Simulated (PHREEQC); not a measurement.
Solution (25 °C): 0.0024 mol NaHCO3, 0.22 mol Na2CO3 and 0.0089 mol KCl per kg of water. Closed to the air; pH follows from the charge balance.

Equilibrium calculation in PHREEQC: ion-association model, wateq4f.dat.

```tsv
quantity	before	after
pH	11.18	11.12
ionic strength (mol/kgw)	0.411	0.103
Na+ (mol/kgw)	0.313	0.0739
NaCO3- (mol/kgw)	0.129	0.0145
CO3-2 (mol/kgw)	0.0890	0.0278
HCO3- (mol/kgw)	0.00436	0.00217
SI of Natron (Na2CO3:10H2O)	-1.69	-3.15
SI of Nahcolite (NaHCO3)	-2.62	-3.46
```

Question: Name the change that produced these shifts.
(A) temperature from 25 to 10 °C
(B) diluted 10-fold with water
(C) diluted 2-fold with water
(D) temperature from 25 to 35 °C
(E) diluted 5-fold with water

Answer: E, diluted 5-fold with water

Precipitation was switched off in this run.
